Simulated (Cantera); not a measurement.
Silicon oxide and oxynitride deposition: SiH4 + H2O + N2

Charge: 1 mol SiH4, 0.54 mol H2O, 3.3 mol N2, at 8.70 Pa.

Method: chemical equilibrium by Gibbs-energy minimisation in Cantera with the NASA 1993 tables (ideal gas, pure condensed phases). Candidate condensed phases: H2O, Si, SiO2, Si2N2O, Si3N4; 35 gas species. N2 is the only nitrogen source here; it is nearly inert below about 1500 K, so the nitride shown seldom forms there in practice. Mutual solubility and eutectic melting of coexisting phases are not modelled. The tables hold silica as quartz up to 1696 K and as liquid above; real silica turns to tridymite and cristobalite and melts near 1996 K. Rates play no part.

| T (K) | x N2 | x H2 | x SiO | x H | x Si | x H2O | x SiH | x Si2N | n SiO2(β-quartz) | n Si2N2O(s) |
|---|---|---|---|---|---|---|---|---|---|---|
| 1225 | 0.525 | 0.474 | 8.21e-5 | 2.30e-5 | 1.72e-12 | 6.33e-6 | <1e-12 | <1e-12 | 0.0265 | 0.487 |
| 1250 | 0.525 | 0.474 | 0.000222 | 3.57e-5 | 7.80e-12 | 6.86e-6 | <1e-12 | <1e-12 | 0.0262 | 0.486 |
| 1275 | 0.525 | 0.474 | 0.000576 | 5.44e-5 | 3.33e-11 | 7.40e-6 | 2.04e-12 | <1e-12 | 0.0256 | 0.486 |
| 1300 | 0.525 | 0.473 | 0.00144 | 8.16e-5 | 1.35e-10 | 7.96e-6 | 7.17e-12 | <1e-12 | 0.0241 | 0.484 |
| 1325 | 0.524 | 0.472 | 0.00348 | 0.000120 | 5.16e-10 | 8.51e-6 | 2.40e-11 | <1e-12 | 0.0204 | 0.480 |
| 1350 | 0.522 | 0.469 | 0.00812 | 0.000175 | 1.88e-9 | 9.04e-6 | 7.67e-11 | <1e-12 | 0.0120 | 0.472 |
| 1375 | 0.520 | 0.465 | 0.0146 | 0.000251 | 8.24e-9 | 6.04e-6 | 2.95e-10 | <1e-12 | 0 | 0.460 |
| 1400 | 0.520 | 0.465 | 0.0146 | 0.000356 | 6.00e-8 | 1.33e-6 | 1.90e-9 | 6.85e-12 | 0 | 0.460 |
| 1425 | 0.520 | 0.465 | 0.0146 | 0.000499 | 4.07e-7 | 3.11e-7 | 1.15e-8 | 1.48e-10 | 0 | 0.460 |
| 1450 | 0.520 | 0.465 | 0.0146 | 0.000691 | 2.58e-6 | 7.64e-8 | 6.52e-8 | 2.87e-9 | 0 | 0.460 |
| 1475 | 0.520 | 0.464 | 0.0147 | 0.000948 | 1.54e-5 | 1.97e-8 | 3.48e-7 | 5.01e-8 | 0 | 0.460 |
| 1500 | 0.520 | 0.464 | 0.0147 | 0.00129 | 8.57e-5 | 5.36e-9 | 1.75e-6 | 7.87e-7 | 0 | 0.460 |
x: gas mole fraction; n: condensed amount in mol.

From 1225 K to 1350 K the condensed part is SiO2(β-quartz) + Si2N2O(s). From 1375 K to 1500 K the condensed part is Si2N2O(s). The main Si-bearing gas is SiO throughout. The share of Si in condensed phases is highest at 1225 K (100.0 %) and lowest at 1500 K (91.9 %).
